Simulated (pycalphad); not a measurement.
# Effect of Mn content in Al-Mn-Si

All values are pycalphad results on the COST 507 light-alloy database (1999) (1 atm), not direct measurements. These are 1990s assessments: newer ones move some temperatures and phases. Amounts are mole fractions of atoms.

### Question
One of these alloys has its liquidus at 975 K, its solidus at 849 K, and holds LIQUID 0.99, ALMNSI_ALPHA 0.01 at 970 K. Which?
(A) Al-1.069Mn-9.817Si (wt.%)
(B) Al-15.82Mn-9.077Si (wt.%)
(C) Al-12.1Mn-9.263Si (wt.%)
(D) Al-4.208Mn-9.66Si (wt.%)
(E) Al-3.173Mn-9.712Si (wt.%)

### Answer
E, Al-3.173Mn-9.712Si (wt.%). The others: Al-1.069Mn-9.817Si (wt.%), liquidus 912, solidus 849; Al-4.208Mn-9.66Si (wt.%), liquidus 993, solidus 849; Al-12.1Mn-9.263Si (wt.%), liquidus 1105, solidus 849; Al-15.82Mn-9.077Si (wt.%), liquidus 1141, solidus 849

Database names, with the compositions (at.%) that they take in these runs: ALMNSI_ALPHA: Al 70 Mn 17 Si 12.
